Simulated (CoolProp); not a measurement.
Model: reference Helmholtz-energy equation of state, Gao 2022, in CoolProp.

Q: For n-perfluorohexane, give the phase and the density (kg/m³), isothermal compressibility (1/MPa), fugacity coefficient at 325.3 K and 609 kPa; 346.1 K and 609 kPa; 398.1 K and 609 kPa.

A: 
- 325.3 K and 609 kPa: liquid; density 1600, isothermal compressibility 0.00388, fugacity coefficient 0.138
- 346.1 K and 609 kPa: liquid; density 1530, isothermal compressibility 0.00542, fugacity coefficient 0.262
- 398.1 K and 609 kPa: gas; density 80.9, isothermal compressibility 2.30, fugacity coefficient 0.815
